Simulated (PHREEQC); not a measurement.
# Ultrapure water in contact with air or piping: speciation

A made-up water analysis in mmol/kgw, 25 °C, pH 5.69, pe -0.5: Na 0.000223; K 3.51e-06; Ca 0.00173; Mg 5.06e-06; Cl 0.000359; S(6) 0.000836; Alkalinity (meq/kgw) 0.00159; Ba 8e-06.

Valence states are taken as typed.

Model: ion-association model, phreeqc.dat, run in PHREEQC.

This is a speciation only: nothing precipitates in the calculation.

What ionic strength, charge-balance error does the model give?

ionic strength 8.29e-6 mol/kgw; charge-balance error 0.8 %.

In which forms is C present?

CO2 82 %, HCO3- 18 % of the C.
